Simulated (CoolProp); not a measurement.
Vapour-liquid equilibrium of carbon dioxide (1) + 1-butene (2) at 280.2 K; x and y are mole fractions of (1).

Computed with CoolProp (multi-fluid Helmholtz-energy mixture model, Span 1996 and Lemmon 2005; pair parameters Bell 2016).

| x | bubble pressure, mixture model (MPa) | bubble pressure, Raoult's law (MPa) | y, mixture model | y, Raoult's law |
|---|---|---|---|---|
| 0.05 | 0.3802 | 0.3666 | 0.563 | 0.570 |
| 0.2 | 1.058 | 0.9690 | 0.845 | 0.863 |
| 0.35 | … | 1.571 | … | 0.931 |
| 0.5 | 2.245 | 2.174 | … | 0.962 |
| 0.65 | 2.734 | 2.776 | 0.950 | 0.979 |
| 0.8 | 3.251 | 3.379 | … | 0.990 |
| 0.95 | … | 3.981 | 0.990 | 0.998 |

Problem. Fill in the missing entries.

Solution. 
- 0.35, bubble pressure, mixture model (MPa): 1.696
- 0.35, y, mixture model: 0.906
- 0.5, y, mixture model: 0.933
- 0.8, y, mixture model: 0.967
- 0.95, bubble pressure, mixture model (MPa): 3.908

The largest gap from Raoult's law is +9.2 % in bubble pressure, at x = 0.2. No azeotrope shows between x = 0.05 and 0.95.

The pair parameters rest on a limited set of measurements; away from them the model extrapolates. The gap from Raoult's law changes sign with composition, which may be real or a fault of the pair parameters; it wasn't checked against measurements.
